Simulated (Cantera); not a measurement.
Charge: 1 mol borazine, 0.26 mol O₂, 63 mol H₂, at 1423.15 K.

Cantera equilibrium calculation (NASA polynomials, part measured and part estimated; ideal gas, pure solids and liquids). Candidate condensed phases: B, BN, B₂O₃, B₃O₃H₃, H₂O; 39 gas species. The feed counts by its element totals alone. Mutual solubility and eutectic melting of coexisting phases are not modelled. Equilibrium is a limit: real reactors are often held back by kinetics, nucleation or transport.

Q: At 0.0170 bar, list the 7 most abundant gas species with their mole fractions, and the condensed phases.

A: H₂ 0.994, N₂ 0.00257, HBO 0.00177, HBO₂ 0.00152, H₂O 0.000282, B₂O₃ 0.000242, H 5.09e-5. Condensed: BN(s) + B₂O₃(l).
